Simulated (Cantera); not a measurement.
Input (Python, Cantera):

```python
import numpy as np
import cantera as ct

gas = ct.Solution("gri30.yaml")
gas.TPX = 1150, 35000, {'N2O': 1}
inlet = ct.Reservoir(gas, clone=True)

reactor = ct.IdealGasConstPressureReactor(gas, energy="off", clone=False)
exhaust = ct.Reservoir(gas, clone=True)
tau = [0.98, 0.4, 0.16, 0.066, 0.027, 0.011, 0.0045, 0.0018, 0.00074, 0.0003, 0.00012][0]
for a, b in ((inlet, reactor), (reactor, exhaust)):
    ct.MassFlowController(a, b, mdot=lambda t: reactor.mass / tau)
net = ct.ReactorNet([reactor])
show = ['N2O', 'NO', 'NO2', 'O', 'N2', 'O2']

rows = []
print(f"{'tau/s':>10s}{'T/K':>9s}" + "".join(f"{s:>11s}" for s in show))
for tau in [0.98, 0.4, 0.16, 0.066, 0.027, 0.011, 0.0045, 0.0018, 0.00074, 0.0003, 0.00012]:
    net.initial_time = 0.0
    net.advance(30 * tau)
    before = gas.X
    net.advance(40 * tau)
    drift = np.max(np.abs(gas.X - before) / (gas.X + 1e-9))
    rows.append([gas.T, *gas[show].X, drift])
    print(f"{tau:10.3e}{gas.T:9.1f}" + "".join(f"{x:11.3e}" for x in gas[show].X))
```

Output:

```
     tau/s      T/K        N2O         NO        NO2          O         N2         O2
 9.800e-01   1150.0  8.973e-01  5.788e-03  2.318e-05  7.809e-07  6.559e-02  3.133e-02
 4.000e-01   1150.0  9.551e-01  2.542e-03  9.169e-06  7.889e-07  2.864e-02  1.368e-02
 1.600e-01   1150.0  9.815e-01  1.050e-03  3.033e-06  7.923e-07  1.180e-02  5.632e-03
 6.600e-02   1150.0  9.923e-01  4.389e-04  8.614e-07  7.934e-07  4.922e-03  2.350e-03
 2.700e-02   1150.0  9.968e-01  1.805e-04  1.982e-07  7.935e-07  2.023e-03  9.658e-04
 1.100e-02   1150.0  9.987e-01  7.367e-05  3.875e-08  7.928e-07  8.254e-04  3.938e-04
 4.500e-03   1150.0  9.995e-01  3.009e-05  6.960e-09  7.907e-07  3.375e-04  1.608e-04
 1.800e-03   1150.0  9.998e-01  1.196e-05  1.136e-09  7.855e-07  1.346e-04  6.392e-05
 7.400e-04   1150.0  9.999e-01  4.842e-06  1.885e-10  7.732e-07  5.494e-05  2.587e-05
 3.000e-04   1150.0  1.000e+00  1.889e-06  2.886e-11  7.442e-07  2.188e-05  1.010e-05
 1.200e-04   1150.0  1.000e+00  6.904e-07  3.862e-12  6.798e-07  8.402e-06  3.689e-06
```

Model: GRI-Mech 3.0 (53 species, 325 reactions), integrated in Cantera. GRI-Mech 3.0 was tuned for natural gas; its chemistry of N2O as a main component is partial and can be far from experiment. The mechanism lacks the step 2 NO + O2 → 2 NO2, which can matter for NO2 below about 1400 K. The temperature is held fixed by assumption; the heat of reaction is taken as removed at once.
